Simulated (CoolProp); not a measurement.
The fluid at 245.53 K and 7.75 MPa flows at 2.6 m/s in a round tube of 12.7 mm bore and 0.25 µm roughness, fully developed (64/Re and Nu = 3.66 if laminar; Colebrook and Gnielinski if turbulent). The same conditions are run with several fluids, on thermodynamics alone (safety and materials aside).

Model: reference Helmholtz-energy equation of state of each fluid (carbon dioxide: Span 1996; isobutane: Bücker 2006; toluene: Lemmon 2006; C3F8 (R218): Lemmon 2006; methanol: de Reuck 1993), in CoolProp.

### Question
Rank carbon dioxide, isobutane, toluene, C3F8 (R218), methanol by Reynolds number, highest first.

### Answer
carbon dioxide (211000), C3F8 (R218) (121000), isobutane (67500), toluene (22900), methanol (19600)

| fluid | Darcy friction factor | pressure drop (Pa/m) | heat-transfer coefficient (W/(m² K)) | mass flow (kg/h) |
|---|---|---|---|---|
| carbon dioxide | 0.0156 | 4520 | 7770 | 1290 |
| isobutane | 0.0196 | 3240 | 3490 | 734 |
| toluene | 0.0251 | 6110 | 2510 | 1090 |
| C3F8 (R218) | 0.0174 | 7470 | 3490 | 1910 |
| methanol | 0.0261 | 5840 | 3280 | 998 |

Transport values come from each fluid's own correlations; those of C3F8 (R218) are estimates that may be off by 10 % or more.
